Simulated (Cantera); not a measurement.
An adiabatic, constant-volume homogeneous reactor starts with 6.35 % CH4, 18.1 % O2, 67.3 % N2, 8.25 % H2O, equivalence ratio 0.70, at 1575 K and 0.987 atm.

Model: GRI-Mech 3.0 (53 species, 325 reactions), integrated in Cantera.

One state of this run: T (K) = 2713; P (bar) = 1.77; x CH4 = <1e-12; x O2 = 0.0549; x H2O = 0.182; x CO = 0.0156; x CH2O = 1.00e-10; x C2H4 = <1e-12; x CH2 = <1e-12. x: mole fraction; the columns are a selection and need not sum to one.

Question: Which value of t (s) does it belong to?
A. 0.00141
B. 2.82e-6
C. 6.31e-5
D. 2.24e-5

Answer: A, 0.00141
